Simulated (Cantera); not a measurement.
An adiabatic, constant-volume homogeneous reactor starts with CH4 : CO : O2 : N2 = 1 : 1.2 : 4.81 : 18.1 (molar parts), at 1348 K and 4.93 atm. Integrator tolerance rtol = 1e-08.

Model: GRI-Mech 3.0 (53 species, 325 reactions), integrated in Cantera.

Problem. What does this change do: pressure from 4.93 atm to 0.474 atm?

Solution. 
| quantity | before | after |
|---|---|---|
| time of steepest temperature rise | 1.19 ms | 6.60 ms |
| temperature at 3.00 s | 2645 K | 2547 K |
| equilibrium temperature | 2645 K | 2547 K |
| x(CH4) at 3.00 s | <1e-12 (gas-phase equilibrium <1e-12) | <1e-12 (gas-phase equilibrium <1e-12) |
| x(CO) at 3.00 s | 0.00708 (gas-phase equilibrium 0.00708) | 0.0130 (gas-phase equilibrium 0.0130) |
| x(O2) at 3.00 s | 0.0813 (gas-phase equilibrium 0.0813) | 0.0835 (gas-phase equilibrium 0.0835) |
| x(CH2CO) at 3.00 s | <1e-12 (gas-phase equilibrium <1e-12) | <1e-12 (gas-phase equilibrium <1e-12) |
| x(CH3) at 3.00 s | <1e-12 (gas-phase equilibrium <1e-12) | <1e-12 (gas-phase equilibrium <1e-12) |
| x(O) at 3.00 s | 0.00263 (gas-phase equilibrium 0.00263) | 0.00557 (gas-phase equilibrium 0.00557) |

Problem. What does this change do: constant pressure in place of constant volume?

Solution. 
```json
[
 {"quantity": "time of steepest temperature rise", "before": "1.19 ms", "after": "1.25 ms"},
 {"quantity": "temperature at 3.00 s", "before": "2645 K", "after": "2442 K"},
 {"quantity": "equilibrium temperature", "before": "2645 K", "after": "2442 K"},
 {"quantity": "x(CH4) at 3.00 s", "before": "<1e-12 (gas-phase equilibrium <1e-12)", "after": "<1e-12 (gas-phase equilibrium <1e-12)"},
 {"quantity": "x(CO) at 3.00 s", "before": "0.00708 (gas-phase equilibrium 0.00708)", "after": "0.00360 (gas-phase equilibrium 0.00360)"},
 {"quantity": "x(O2) at 3.00 s", "before": "0.0813 (gas-phase equilibrium 0.0813)", "after": "0.0835 (gas-phase equilibrium 0.0835)"},
 {"quantity": "x(CH2CO) at 3.00 s", "before": "<1e-12 (gas-phase equilibrium <1e-12)", "after": "<1e-12 (gas-phase equilibrium <1e-12)"},
 {"quantity": "x(CH3) at 3.00 s", "before": "<1e-12 (gas-phase equilibrium <1e-12)", "after": "<1e-12 (gas-phase equilibrium <1e-12)"},
 {"quantity": "x(O) at 3.00 s", "before": "0.00263 (gas-phase equilibrium 0.00263)", "after": "0.00141 (gas-phase equilibrium 0.00141)"}
]
```

Problem. What does this change do: N2 18.1 to 54 parts?

Solution. 
| quantity | before | after |
|---|---|---|
| time of steepest temperature rise | 1.19 ms | 3.10 ms |
| temperature at 3.00 s | 2645 K | 1997 K |
| equilibrium temperature | 2645 K | 1997 K |
| x(CH4) at 3.00 s | <1e-12 (gas-phase equilibrium <1e-12) | <1e-12 (gas-phase equilibrium <1e-12) |
| x(CO) at 3.00 s | 0.00708 (gas-phase equilibrium 0.00708) | 9.33e-5 (gas-phase equilibrium 9.30e-5) |
| x(O2) at 3.00 s | 0.0813 (gas-phase equilibrium 0.0813) | 0.0349 (gas-phase equilibrium 0.0348) |
| x(CH2CO) at 3.00 s | <1e-12 (gas-phase equilibrium <1e-12) | <1e-12 (gas-phase equilibrium <1e-12) |
| x(CH3) at 3.00 s | <1e-12 (gas-phase equilibrium <1e-12) | <1e-12 (gas-phase equilibrium <1e-12) |
| x(O) at 3.00 s | 0.00263 (gas-phase equilibrium 0.00263) | 4.55e-5 (gas-phase equilibrium 4.53e-5) |
